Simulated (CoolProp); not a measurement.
Properties of R245fa along the isobar 6.63 MPa.

Model: reference Helmholtz-energy equation of state, Akasaka 2015, in CoolProp.

| T (K) | phase | density (kg/m³) | cp (kJ/(kg K)) | cv (kJ/(kg K)) | Prandtl number |
|---|---|---|---|---|---|
| 246.7 | liquid | 1481 | … | 0.8498 | 9.02 |
| 264.6 | liquid | 1439 | 1.234 | 0.8753 | 7.61 |
| 282.6 | liquid | 1396 | 1.267 | … | 6.59 |
| 300.6 | liquid | 1351 | 1.303 | 0.9305 | 5.80 |
| 318.6 | liquid | 1305 | 1.342 | 0.9582 | 5.18 |
| 336.6 | liquid | 1255 | 1.385 | 0.9856 | 4.66 |
| 354.5 | liquid | 1203 | 1.432 | 1.013 | 4.23 |
| 372.5 | liquid | … | 1.488 | … | 3.86 |
| 390.5 | liquid | 1080 | 1.556 | 1.070 | … |
| 408.5 | liquid | 1004 | … | 1.102 | … |

Question: Complete the blanks.

Answer: 
- 246.7, cp (kJ/(kg K)): 1.205
- 282.6, cv (kJ/(kg K)): 0.9027
- 372.5, density (kg/m³): 1145
- 372.5, cv (kJ/(kg K)): 1.041
- 390.5, Prandtl number: 3.55
- 408.5, cp (kJ/(kg K)): 1.648
- 408.5, Prandtl number: 3.29

Viscosity comes from a separate model (Bell 2016), an estimate that may be off by 10 % or more. Thermal conductivity comes from a separate model (Huber 2003), an estimate that may be off by 10 % or more.
